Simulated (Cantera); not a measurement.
Input: 1 mol (CH3)2SiCl2, 0.05 mol C2H2, 39 mol H2, at 2202 °C and 0.120 bar.

Cantera equilibrium calculation (NASA polynomials, part measured and part estimated; ideal gas, pure solids and liquids). Candidate condensed phases: C, C6H6, C7H8, C8H18, Si, SiC; 109 gas species. The feed counts by its element totals alone. The tables' values for SiCl are old estimates; treat these amounts as uncertain. Gases not in the tables: Si2H6 and higher silanes. Kinetics and transport are ignored.

Base state: H2 0.876, H 0.0608, HCl 0.0407, C2H2 (acetylene) 0.00852, Si 0.00739, Cl 0.00200, SiC2 0.00178, Si2C 0.000991 (mole fractions); condensed: C(graphite) + SiC(s).

### Question
What changes in the equilibrium state with this change: temperature from 2202 °C to 1600 °C?

### Answer
```tsv
species	before	after
H2	0.876	0.952
HCl	0.0407	0.0459
H	0.0608	0.00182
C2H2 (acetylene)	0.00852	0.000297
SiCl2	0.000642	0.000206
Si2	4.29e-5	<1e-9
SiC2	0.00178	5.37e-8
Si2C	0.000991	3.77e-8
C2H	4.02e-5	6.71e-9
Si	0.00739	2.45e-6
C(graphite), mol	0.712	1.08
SiC(s), mol	0.404	0.991
```

### Question
What changes in the equilibrium state with this change: temperature from 2202 °C to 1375 °C?

### Answer
```
species             before     after
----------------  --------  --------
H2                   0.876     0.953
HCl                 0.0407    0.0462
H                   0.0608  0.000251
C2H2 (acetylene)   0.00852   4.26e-5
SiCl2             0.000642   9.83e-5
SiC2               0.00178     <1e-9
Si2C              0.000991     <1e-9
C(graphite), mol     0.712      1.09
SiC(s), mol          0.404     0.996
```
